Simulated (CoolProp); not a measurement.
Model: reference Helmholtz-energy equation of state, Schmidt 1985, in CoolProp. Above 300 K oxygen's equation is extrapolated.

### Question
For oxygen, give the phase and the viscosity (µPa s), Prandtl number at 940 K and 0.015 MPa; 862.1 K and 5.68 MPa.

### Answer
- 940 K and 0.015 MPa: gas; viscosity 47.1, Prandtl number 0.748
- 862.1 K and 5.68 MPa: supercritical; viscosity 45.1, Prandtl number 0.750

Viscosity comes from a separate model (Lemmon 2004). Thermal conductivity comes from a separate model (Lemmon 2004).
